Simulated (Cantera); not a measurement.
Cantera run:

```python
import numpy as np
import cantera as ct

gas_names = """
    CL CLO CL2 H HCL HNO HNO2 HNO3 HOCL HO2 H2 H2O H2O2 N NH NH2 NH3 NH2OH NO NO2 NO3 N2 N2H2 N2H4 N2O O
    OH O2 O3 Sr SrCL SrCL2 SrO SrOH SrO2H2
""".split()
cond_names = """
    H2O(s) H2O(L) NH4CL(a) NH4CL(b) Sr(a) Sr(b) Sr(L) SrCL2(a) SrCL2(b) SrCL2(L) SrO(s) SrO(L) SrO2H2(s)
    SrO2H2(L)
""".split()


# ... load() reads the species with a 1 bar reference pressure and builds the phases ...
atoms = {
    'SrCl2': {'Sr': 1, 'CL': 2},
    'N2': {'N': 2},
    'H2O': {'H': 2, 'O': 1},
}
top_T = {}  # K; cautious upper limits of use, not melting points


# ... equilibrate(T, P, feed) seeds the gas with the atoms and calls Mixture.equilibrate('TP', solver="vcs", rtol=1e-11, max_steps=5000) ...
results = []
feed = {'SrCl2': 1, 'N2': 96, 'H2O': 0.65}  # mol
P = 0.27  # Pa
for T in [1150, 1200, 1250, 1300, 1350, 1400, 1450, 1500, 1550, 1600, 1650, 1700]:
    mix = equilibrate(T, P, feed)
    results.append((T, P, feed, dict(zip(mix.species_names, mix.species_moles))))

top = {s: max(r[3][s] / sum(r[3][g] for g in gas_names) for r in results) for s in gas_names}
cols = sorted((s for s in top if top[s] > 1e-06), key=lambda s: -top[s])[:8]
seen = [c for c in cond_names if any(r[3].get(c, 0) > 1e-12 for r in results)]
print("log10 of partial pressures in bar; condensed amounts in mol")
print(f"{'T/K':>10s}" + "".join(f"{s[:9]:>10s}" for s in cols + seen))
for T, P, feed, n in results:
    ng = sum(n[g] for g in gas_names)
    print(f"{T:10.4g}" + "".join(f"{np.log10(max(n[s] / ng * P / 1e5, 1e-99)):10.3f}" for s in cols)
          + "".join(f"{n.get(c, 0):10.4g}" for c in seen))
```

Output:

```
log10 of partial pressures in bar; condensed amounts in mol
       T/K        N2     SrCL2       H2O       HCL         H        CL        H2      SrCL    SrO(s)
      1150    -5.576    -7.632    -7.865    -8.067   -12.297   -10.079   -10.339   -13.570    0.1566
      1200    -5.576    -7.627    -7.856    -8.102   -11.742    -9.832   -10.074   -12.917    0.1455
      1250    -5.576    -7.622    -7.849    -8.136   -11.229    -9.606    -9.827   -12.316    0.1368
      1300    -5.576    -7.619    -7.845    -8.167   -10.754    -9.399    -9.597   -11.760    0.1304
      1350    -5.576    -7.617    -7.843    -8.197   -10.314    -9.208    -9.383   -11.245    0.1261
      1400    -5.576    -7.616    -7.846    -8.226    -9.905    -9.031    -9.185   -10.767    0.1239
      1450    -5.576    -7.617    -7.854    -8.256    -9.526    -8.868    -9.004   -10.322    0.1238
      1500    -5.576    -7.619    -7.869    -8.289    -9.175    -8.716    -8.842    -9.908    0.1253
      1550    -5.577    -7.624    -7.895    -8.325    -8.852    -8.574    -8.701    -9.522    0.1266
      1600    -5.577    -7.632    -7.936    -8.370    -8.559    -8.442    -8.588    -9.165    0.1225
      1650    -5.578    -7.647    -7.998    -8.426    -8.297    -8.317    -8.511    -8.835   0.09764
      1700    -5.579    -7.672    -8.086    -8.498    -8.074    -8.197    -8.484    -8.540  0.008741
```

These are equilibrium values from Cantera (NASA tables, ideal gas, pure condensed phases), not measurements of a reactor. Condensed phases not in the tables: oxide chlorides.
